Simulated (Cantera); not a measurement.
Cantera run:

```python
import numpy as np
import cantera as ct

gas_names = """
    B BF BF2 BF3 BH BHF2 BH2 BH3 BN B2 F F2 H HF H2 H2F2 H3F3 H4F4 H5F5 H6F6 H7F7 N NF NF2 NF3 NH NH2
    NH3 N2 N2H2 N2H4
""".split()
cond_names = """
    B(b) B(L) BN(s)
""".split()


# ... load() reads the species with a 1 bar reference pressure and builds the phases ...
atoms = {
    'BN': {'B': 1, 'N': 1},
    'HF': {'H': 1, 'F': 1},
}
top_T = {'BN(s)': 3200}  # K; cautious upper limits of use, not melting points


# ... equilibrate(T, P, feed) seeds the gas with the atoms and calls Mixture.equilibrate('TP', solver="vcs", rtol=1e-11, max_steps=5000) ...
results = []
feed = {'BN': 1, 'HF': 25}  # mol
T = 848  # K
P = 10000  # Pa
mix = equilibrate(T, P, feed)
results.append((T, P, feed, dict(zip(mix.species_names, mix.species_moles))))
x = sorted(zip(gas.X, gas.species_names), reverse=True)
print(f"T = {T:g} K  P = {P:g} Pa  gas = {mix.phase_moles(0):.4g} mol")
print("   x: " + "  ".join(f"{s} {v:.3e}" for v, s in x if v > 0.001))
print("   condensed (mol): " + ("  ".join(f"{mix.phase(i).name} {mix.phase_moles(i):.4g}"
      for i in range(1, mix.n_phases) if mix.phase_moles(i) > 1e-12) or "none"))
```

It prints:

```
T = 848 K  P = 10000 Pa  gas = 25 mol
   x: HF 8.800e-01  H2 6.000e-02  BF3 4.000e-02  N2 2.000e-02
   condensed (mol): none
```

Cantera equilibrium calculation (NASA polynomials, part measured and part estimated; ideal gas, pure solids and liquids).
